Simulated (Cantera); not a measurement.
Input: 1 mol Si, 4.5 mol HCl, 1.3 mol H2, at 375 °C and 1.00 bar.

Cantera equilibrium calculation (NASA polynomials, part measured and part estimated; ideal gas, pure solids and liquids). Candidate condensed phases: Si; 19 gas species. Equilibrium is a limit: real reactors are often held back by kinetics, nucleation or transport.

Q: What is the equilibrium state?

A: 
```json
{
  "x(H2)": "0.687",
  "x(SiCl4)": "0.208",
  "x(HCl)": "0.104",
  "x(SiHCl3)": "0.000107",
  "gas_amount": "4.800 mol",
  "log10 activity of Si(s) (absent)": "-11.83"
}
```
